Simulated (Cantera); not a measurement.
A closed system holds: 1 mol SiCl4, 4.2 mol H2, held at 375 °C and 23.0 bar.

Equilibrium computed with Cantera from the NASA thermochemical tables; the gas is ideal and each condensed phase is pure. Equilibrium is a limit: real reactors are often held back by kinetics, nucleation or transport.

| species | before | after |
|---|---|---|
| H2 | 0.804 | 0.803 |
| SiCl4 | 0.189 | 0.188 |
| HCl | 0.00345 | 0.00438 |
| SiHCl3 | 0.00344 | 0.00437 |
Gas species are given as mole fractions.

Question: Which change was made?
A) temperature from 375 °C to 700 °C
B) temperature from 375 °C to 602 °C
C) temperature from 375 °C to 277 °C
D) temperature from 375 °C to 400 °C

Answer: D, temperature from 375 °C to 400 °C
